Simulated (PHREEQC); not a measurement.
Make-up at 25 °C: 0.0017 mol/kgw Na2S, 3.7e-07 mol/kgw HCl and 7.6e-07 mol/kgw ZnCl2. Closed to the air; pH follows from the charge balance.

All values are PHREEQC results (ion-association model, phreeqc.dat), not measurements.

- pH = 11.19
- ionic strength = 0.00344 mol/kgw
- specific conductance = 584 µS/cm
- total alkalinity = 3.40 meq/kg

```json
[
 {"species": "Na+", "molality": "0.00340", "activity": "0.00319", "log γ": "-0.027"},
 {"species": "OH-", "molality": "0.00166", "activity": "0.00156", "log γ": "-0.028"},
 {"species": "HS-", "molality": "0.00166", "activity": "0.00156", "log γ": "-0.028"},
 {"species": "S-2", "molality": "3.72e-5", "activity": "2.90e-5", "log γ": "-0.109"},
 {"species": "Cl-", "molality": "1.89e-6", "activity": "1.77e-6", "log γ": "-0.028"},
 {"species": "Zn(HS)2", "molality": "7.42e-7", "activity": "7.43e-7", "log γ": "0.000"},
 {"species": "H2S", "molality": "8.83e-8", "activity": "8.84e-8", "log γ": "0.000"},
 {"species": "Zn(HS)3-", "molality": "1.78e-8", "activity": "1.67e-8", "log γ": "-0.028"}
]
```

No solid was allowed to form. Saturation is exceeded, for instance for Sphalerite (slow to form); the values hold only as long as no solid forms.
